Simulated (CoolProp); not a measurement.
The numbers come from the reference Helmholtz-energy equation of state, Lemmon 2006 in CoolProp. It is a short technical equation, of lower accuracy than the large ones.

**Question.** For C2F6 (R116), give the phase and the density (kg/m³), cv (kJ/(kg K)), speed of sound (m/s), expansivity (1/kK) at 299.7 K and 2450 kPa; 311.7 K and 2450 kPa.

**Answer.** 
- 299.7 K and 2450 kPa: gas; density 200, cv 0.769, speed of sound 102, expansivity 12.5
- 311.7 K and 2450 kPa: gas; density 177, cv 0.773, speed of sound 112, expansivity 8.92
